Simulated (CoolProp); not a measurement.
Model: reference Helmholtz-energy equation of state, Lemmon 2006, in CoolProp. It is a short technical equation, of lower accuracy than the large ones.

### Question
For C3F8 (R218), give the phase and the density (kg/m³), Joule-Thomson coefficient (K/MPa), fugacity coefficient at -73.75 °C and 879 kPa; -41.15 °C and 6510 kPa.

### Answer
- -73.75 °C and 879 kPa: liquid; density 1750, Joule-Thomson coefficient -0.380, fugacity coefficient 0.0155
- -41.15 °C and 6510 kPa: liquid; density 1660, Joule-Thomson coefficient -0.323, fugacity coefficient 0.0178
